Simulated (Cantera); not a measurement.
Gas mixture: NO = 0.36 (molar parts), at 1330 Pa, frozen composition.

Cantera's kinetic-theory transport with the Lennard-Jones parameters of GRI-Mech 3.0, ideal gas; thermal conductivity in the multicomponent form. The composition is frozen, though it would react at the higher temperatures.

D: mixture-averaged diffusion coefficient of that species in the mixture.

```csv
T (K),ρ (kg/m³),cp (J/kg/K),μ (µPa s),λ (mW/m/K),Pr,D (cm²/s) H,D (cm²/s) NO,D (cm²/s) CH4
400,0.0120,998.6,(withheld),32.5,0.711,154,10100,28.0
650,0.00740,1054,(withheld),48.1,0.708,356,23800,64.6
900,0.00535,1114,(withheld),63.1,0.707,617,41500,112
1150,0.00418,1153,(withheld),76.7,0.707,930,62700,169
1400,0.00344,1181,(withheld),89.3,0.707,1290,87200,234
1650,0.00292,1202,(withheld),101,0.706,1700,115000,307
```

**Question.** What belongs in the gaps?

**Answer.** 
- 400, μ (µPa s): 23.1
- 650, μ (µPa s): 32.3
- 900, μ (µPa s): 40.1
- 1150, μ (µPa s): 47.0
- 1400, μ (µPa s): 53.4
- 1650, μ (µPa s): 59.4
